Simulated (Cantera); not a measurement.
Charge: 1 mol SF6, 4.8 mol H2, at 1152 °C and 25000 Pa.

Equilibrium computed with Cantera from the NASA thermochemical tables; the gas is ideal and each condensed phase is pure. Candidate condensed phases: S; 24 gas species. Kinetics and transport are ignored.

Base state: HF 0.748, H2 0.155, H2S 0.0687, S2 0.0276, SH 0.000775 (mole fractions); condensed: gas only.

**Question.** What changes in the equilibrium state with this change: SF6 replaced by SO2?

**Answer.** 
| species | before | after |
|---|---|---|
| H2 | 0.155 | 0.411 |
| H2O | 0 | 0.407 |
| H2S | 0.0687 | 0.160 |
| HF | 0.748 | 0 |
| S2 | 0.0276 | 0.0213 |
| SO2 | 0 | 0.000340 |
| SO | 0 | 5.13e-5 |
| S2O | 0 | 3.69e-5 |
| SH | 0.000775 | 0.00111 |
Further candidate phases: H2O, H2SO4.
